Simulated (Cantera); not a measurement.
Charge: 1 mol Si3N4, 2.3 mol H2O, 1.1 mol H2, at 2.10 Pa.

Cantera equilibrium calculation (NASA polynomials, part measured and part estimated; ideal gas, pure solids and liquids). Candidate condensed phases: H2O, Si, SiO2, Si2N2O, Si3N4; 35 gas species. Mutual solubility and eutectic melting of coexisting phases are not modelled. The tables' values for SiN are old estimates; treat these amounts as uncertain. The tables hold silica as quartz up to 1696 K and as liquid above; real silica turns to tridymite and cristobalite and melts near 1996 K. Rates play no part.

x: gas mole fraction; n: condensed amount in mol.

```tsv
T (K)	x H2	x SiO	x N2	x H	x Si	n SiO2(β-quartz)	n Si2N2O(s)	n Si(s)	n Si(l)
950	0.816	4.06e-10	0.184	1.10e-7	<1e-12	0.533	1.23	0	0
1050	0.816	1.90e-7	0.184	1.60e-6	<1e-12	0.533	1.23	0	0
1150	0.816	3.02e-5	0.184	1.47e-5	<1e-12	0.533	1.23	0	0
1250	0.814	0.00209	0.184	9.51e-5	1.68e-10	0.530	1.23	0	0
1350	0.733	0.0757	0.191	0.000445	3.94e-8	0.416	1.12	0	0
1450	0.538	0.254	0.206	0.00151	2.67e-5	0	0.700	0	0
1550	0.438	0.298	0.259	0.00455	0.00158	0	0	0.687	0
1650	0.427	0.293	0.255	…	…	0	0	…	0
1750	0.387	0.272	0.237	0.0316	0.0715	0	0	0	0.0826
1850	…	0.264	0.230	…	0.0798	0	0	0	0
1950	0.307	0.255	0.222	0.139	0.0773	0	0	0	0
2050	0.236	0.241	0.209	0.240	0.0732	0	0	0	0
```

Question: Some entries are withheld; supply them.

Answer: 
- 1650, x H: 0.0129
- 1650, x Si: 0.0128
- 1650, n Si(s): 0.598
- 1850, x H2: 0.356
- 1850, x H: 0.0701
